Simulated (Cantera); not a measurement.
A perfectly stirred reactor is fed with N2O : O2 : H2O = 1 : 0.18 : 0.0014 (molar parts), at 0.0133 bar; it is held at 1550 K, and followed from long to short residence time.

Detailed kinetics in Cantera: GRI-Mech 3.0 (53 species, 325 reactions). GRI-Mech 3.0 was tuned for natural gas; its chemistry of N2O as a main component is partial and can be far from experiment. Radical loss at walls, strong at low pressure, is not modelled. The temperature is held fixed by assumption; the heat of reaction is taken as removed at once.

x: mole fraction; the columns are a selection and need not sum to one.

| τ (s) | x N2O | x O2 | x NO2 | x N2 | x NO |
|---|---|---|---|---|---|
| 4.3 | 0.0910 | 0.309 | (withheld) | 0.462 | 0.137 |
| 1.6 | 0.206 | 0.284 | (withheld) | 0.391 | 0.118 |
| 0.57 | 0.401 | 0.244 | (withheld) | 0.271 | 0.0823 |
| 0.21 | 0.601 | 0.202 | (withheld) | 0.150 | 0.0456 |
| 0.075 | 0.739 | 0.174 | (withheld) | 0.0657 | 0.0201 |
| 0.027 | 0.804 | 0.161 | (withheld) | 0.0257 | 0.00788 |
| 0.0099 | 0.831 | 0.156 | (withheld) | 0.00965 | 0.00297 |
| 0.0036 | 0.841 | 0.153 | (withheld) | 0.00350 | 0.00107 |
| 0.0013 | 0.844 | 0.153 | (withheld) | 0.00122 | 0.000355 |
| 0.00047 | 0.846 | 0.152 | (withheld) | 0.000411 | 0.000104 |

Fill in the missing entries.


- 4.3, x NO2: 6.34e-5
- 1.6, x NO2: 8.47e-5
- 0.57, x NO2: 0.000121
- 0.21, x NO2: 0.000145
- 0.075, x NO2: 0.000124
- 0.027, x NO2: 6.32e-5
- 0.0099, x NO2: 1.63e-5
- 0.0036, x NO2: 1.67e-6
- 0.0013, x NO2: 6.60e-8
- 0.00047, x NO2: 1.45e-9
